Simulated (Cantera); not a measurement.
A perfectly stirred reactor is fed with N2O : H2 : N2 = 1 : 0.035 : 5.2 (molar parts), at 71.3 Torr; it is held at 1300 K, and followed from long to short residence time.

Cantera simulation using GRI-Mech 3.0 (53 species, 325 reactions); the numbers are that mechanism's predictions, not measurements. GRI-Mech 3.0 was tuned for natural gas; its chemistry of N2O as a main component is partial and can be far from experiment. The mechanism lacks the step 2 NO + O2 → 2 NO2, which can matter for NO2 below about 1400 K. The temperature is held fixed by assumption; the heat of reaction is taken as removed at once.

Problem. What does this change do: pressure from 71.3 Torr to 750 Torr?

Solution. 
| quantity | before | after |
|---|---|---|
| x(N2O) at τ = 0.970 s | 0.114 | 0.0410 |
| x(H2) at τ = 0.970 s | 7.95e-5 | 1.15e-5 |
| x(NO) at τ = 0.970 s | 0.00509 | 0.0106 |
| x(H2O) at τ = 0.970 s | 0.00541 | 0.00530 |
| x(N2) at τ = 0.970 s | 0.859 | 0.896 |
| x(N2O) at τ = 97.0 ms | 0.150 | 0.116 |
| x(H2) at τ = 97.0 ms | 0.000553 | 8.20e-5 |
| x(NO) at τ = 97.0 ms | 0.000681 | 0.00472 |
| x(H2O) at τ = 97.0 ms | 0.00503 | 0.00542 |
| x(N2) at τ = 97.0 ms | 0.842 | 0.858 |

Problem. What does this change do: pressure from 71.3 Torr to 15.0 Torr?

Solution. 
```csv
quantity,before,after
x(N2O) at τ = 0.970 s,0.114,0.144
x(H2) at τ = 0.970 s,7.95e-5,0.000303
x(NO) at τ = 0.970 s,0.00509,0.00137
x(H2O) at τ = 0.970 s,0.00541,0.00527
x(N2) at τ = 0.970 s,0.859,0.845
x(N2O) at τ = 97.0 ms,0.150,0.155
x(H2) at τ = 97.0 ms,0.000553,0.00173
x(NO) at τ = 97.0 ms,0.000681,0.000188
x(H2O) at τ = 97.0 ms,0.00503,0.00386
x(N2) at τ = 97.0 ms,0.842,0.838
```
Radical loss at walls, strong at low pressure, is not modelled.
